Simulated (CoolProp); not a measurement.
Aqueous ethylene glycol as a coolant, 53 % by mass, freezing at -40.2 °C, 1 atm.

The numbers come from the Melinder's fits for secondary coolants in CoolProp.

```json
[
 {"T (°C)": "-33.4", "viscosity (mPa s)": "61.6", "conductivity (W/(m K))": "0.349", "density (kg/m³)": "1090", "Prandtl number": "516"},
 {"T (°C)": "-21.9", "viscosity (mPa s)": "28.2", "conductivity (W/(m K))": "0.355", "density (kg/m³)": "1087", "Prandtl number": "238"},
 {"T (°C)": "-10.3", "viscosity (mPa s)": "14.4", "conductivity (W/(m K))": "0.362", "density (kg/m³)": "1083", "Prandtl number": "123"},
 {"T (°C)": "1.2", "viscosity (mPa s)": "8.26", "conductivity (W/(m K))": "0.368", "density (kg/m³)": "1078", "Prandtl number": "70.5"},
 {"T (°C)": "12.7", "viscosity (mPa s)": "5.18", "conductivity (W/(m K))": "0.375", "density (kg/m³)": "1073", "Prandtl number": "44.3"},
 {"T (°C)": "24.2", "viscosity (mPa s)": "3.51", "conductivity (W/(m K))": "0.381", "density (kg/m³)": "1066", "Prandtl number": "30.1"},
 {"T (°C)": "35.8", "viscosity (mPa s)": "2.53", "conductivity (W/(m K))": "0.388", "density (kg/m³)": "1059", "Prandtl number": "21.7"}
]
```
